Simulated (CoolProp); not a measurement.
Values from CoolProp's reference Helmholtz-energy equation of state, Lemmon 2016.

Task: Give the vapour pressure (bar), liquid density (kg/m³), vapour Z of saturated R115 at 243.9, 269.9 K.

Result: 
```json
[
 {"T (K)": "243.9", "p (bar)": "1.55", "liquid density (kg/m³)": "1510", "vapour Z": "0.942"},
 {"T (K)": "269.9", "p (bar)": "3.97", "liquid density (kg/m³)": "1410", "vapour Z": "0.886"}
]
```
